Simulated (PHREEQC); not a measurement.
A solution holds 2.1 mmol/kgw CuCl2, 5.3 mmol/kgw HNO3 and 0.082 mmol/kgw Na2SO4, at 25 °C. It is in equilibrium with CO2 at log p = -3.5 (atm). Otherwise closed; pH follows from the charge balance.

Computed with PHREEQC (ion-association model, wateq4f.dat).

| quantity | before | after |
|---|---|---|
| pH | 2.32 | 3.31 |
| SO4-2 (mol/kgw) | 5.40e-5 | 6.56e-5 |
| HSO4- (mol/kgw) | 1.82e-5 | 2.40e-6 |
| CuCl+ (mol/kgw) | 1.53e-5 | 1.66e-5 |
| CuSO4 (mol/kgw) | 9.73e-6 | 1.40e-5 |
| NaSO4- (mol/kgw) | 2.87e-8 | 3.81e-8 |
| SI of Chalcanthite (CuSO4:5H2O) | -4.68 | -4.52 |
| SI of Tenorite (CuO) | -5.85 | -3.83 |

Q: What was changed between the two runs?
(A) temperature from 25 to 80 °C
(B) CuCl2 from 0.0021 to 0.00231 mol/kgw
(C) temperature from 25 to 90 °C
(D) Na2SO4 from 8.2e-05 to 7.38e-05 mol/kgw
(E) HNO3 from 0.0053 to 0.00053 mol/kgw

A: E, HNO3 from 0.0053 to 0.00053 mol/kgw

Precipitation was switched off in this run.
